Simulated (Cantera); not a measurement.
# Premixed flame

A freely propagating, adiabatic, planar premixed flame of 3.16 % C3H8, 15.8 % O2, 59.5 % N2, 21.5 % CO2, unburnt at 500 K and 220000 Pa; mixture-averaged transport, grid criteria slope 0.08 and curve 0.16, no radiation.

Model: GRI-Mech 3.0 (53 species, 325 reactions), integrated in Cantera. GRI-Mech 3.0 was tuned for natural gas; its chemistry of propane as a main component is partial and can be far from experiment. Burning velocities carry a grid error of a few per cent, more on coarse grids.

```json
[
 {"z (mm)": "-1.10", "T (K)": "500", "u (m/s)": "0.255", "x C3H8": "0.0316", "x O2": "0.158", "x CO2": "0.215", "x CO": "1.97e-5", "x NO": "<1e-8", "x O": "<1e-8"},
 {"z (mm)": "-0.732", "T (K)": "504", "u (m/s)": "0.257", "x C3H8": "0.0316", "x O2": "0.157", "x CO2": "0.215", "x CO": "0.000176", "x NO": "<1e-8", "x O": "<1e-8"},
 {"z (mm)": "-0.549", "T (K)": "515", "u (m/s)": "0.263", "x C3H8": "0.0315", "x O2": "0.156", "x CO2": "0.214", "x CO": "0.000719", "x NO": "<1e-8", "x O": "<1e-8"},
 {"z (mm)": "-0.366", "T (K)": "578", "u (m/s)": "0.297", "x C3H8": "0.0308", "x O2": "0.148", "x CO2": "0.214", "x CO": "0.00356", "x NO": "5.95e-8", "x O": "<1e-8"},
 {"z (mm)": "-0.183", "T (K)": "872", "u (m/s)": "0.457", "x C3H8": "0.0233", "x O2": "0.115", "x CO2": "0.215", "x CO": "0.0168", "x NO": "6.78e-7", "x O": "5.34e-8"},
 {"z (mm)": "-0.0915", "T (K)": "1180", "u (m/s)": "0.630", "x C3H8": "0.0104", "x O2": "0.0804", "x CO2": "0.220", "x CO": "0.0314", "x NO": "1.80e-6", "x O": "3.97e-6"},
 {"z (mm)": "0", "T (K)": "1519", "u (m/s)": "0.821", "x C3H8": "0.000257", "x O2": "0.0417", "x CO2": "0.234", "x CO": "0.0461", "x NO": "3.42e-6", "x O": "0.000232"},
 {"z (mm)": "0.0915", "T (K)": "1665", "u (m/s)": "0.897", "x C3H8": "2.20e-8", "x O2": "0.0238", "x CO2": "0.250", "x CO": "0.0413", "x NO": "5.46e-6", "x O": "0.00102"},
 {"z (mm)": "0.183", "T (K)": "1725", "u (m/s)": "0.925", "x C3H8": "<1e-8", "x O2": "0.0183", "x CO2": "0.259", "x CO": "0.0340", "x NO": "6.71e-6", "x O": "0.00105"},
 {"z (mm)": "0.366", "T (K)": "1792", "u (m/s)": "0.957", "x C3H8": "<1e-8", "x O2": "0.0141", "x CO2": "0.268", "x CO": "0.0271", "x NO": "8.00e-6", "x O": "0.000724"},
 {"z (mm)": "0.732", "T (K)": "1852", "u (m/s)": "0.985", "x C3H8": "<1e-8", "x O2": "0.0105", "x CO2": "0.275", "x CO": "0.0210", "x NO": "9.36e-6", "x O": "0.000399"},
 {"z (mm)": "1.46", "T (K)": "1898", "u (m/s)": "1.01", "x C3H8": "<1e-8", "x O2": "0.00755", "x CO2": "0.282", "x CO": "0.0158", "x NO": "1.08e-5", "x O": "0.000206"},
 {"z (mm)": "2.93", "T (K)": "1930", "u (m/s)": "1.02", "x C3H8": "<1e-8", "x O2": "0.00537", "x CO2": "0.287", "x CO": "0.0118", "x NO": "1.23e-5", "x O": "0.000106"}
]
```
x: mole fraction of selected species; z is measured from the peak of heat release.

| Property | Result |
|---|---|
| laminar burning velocity | 25.4 cm/s |
| thermal thickness | 0.366 mm |
| peak x(CO) | 0.0466 |
| peak x(O) | 0.00110 |
| grid points | 132 |
